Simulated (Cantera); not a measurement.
An isothermal, constant-pressure homogeneous reactor starts with CH₄ : H₂O = 1 : 1.5 (molar parts), at 1275 K and 0.947 atm. Integrator tolerance rtol = 1e-08.

Model: GRI-Mech 3.0 (53 species, 325 reactions), integrated in Cantera.

### Question
What does this change do: pressure from 0.947 atm to 9.87 atm?

### Answer
```csv
quantity,before,after
x(CH₄) at 300 s,0.229 (gas-phase equilibrium 6.75e-5),0.313 (gas-phase equilibrium 0.00641)
x(H₂O) at 300 s,0.470 (gas-phase equilibrium 0.0942),0.495 (gas-phase equilibrium 0.101)
x(CO) at 300 s,0.0160 (gas-phase equilibrium 0.205),0.0116 (gas-phase equilibrium 0.201)
x(CH₂CO) at 300 s,5.25e-6 (gas-phase equilibrium 4.58e-11),4.98e-7 (gas-phase equilibrium 4.31e-9)
x(O₂) at 300 s,<1e-12 (gas-phase equilibrium <1e-12),<1e-12 (gas-phase equilibrium <1e-12)
x(HCO) at 300 s,2.66e-11 (gas-phase equilibrium 5.69e-10),4.85e-11 (gas-phase equilibrium 1.78e-9)
```

### Question
What does this change do: temperature 1275 to 1700 K?

### Answer
| quantity | before | after |
|---|---|---|
| x(CH₄) at 300 s | 0.229 (gas-phase equilibrium 6.75e-5) | 2.57e-7 (gas-phase equilibrium 3.08e-7) |
| x(H₂O) at 300 s | 0.470 (gas-phase equilibrium 0.0942) | 0.102 (gas-phase equilibrium 0.102) |
| x(CO) at 300 s | 0.0160 (gas-phase equilibrium 0.205) | 0.213 (gas-phase equilibrium 0.213) |
| x(CH₂CO) at 300 s | 5.25e-6 (gas-phase equilibrium 4.58e-11) | 6.26e-12 (gas-phase equilibrium 7.51e-12) |
| x(O₂) at 300 s | <1e-12 (gas-phase equilibrium <1e-12) | 9.65e-12 (gas-phase equilibrium 9.65e-12) |
| x(HCO) at 300 s | 2.66e-11 (gas-phase equilibrium 5.69e-10) | 2.02e-8 (gas-phase equilibrium 2.02e-8) |
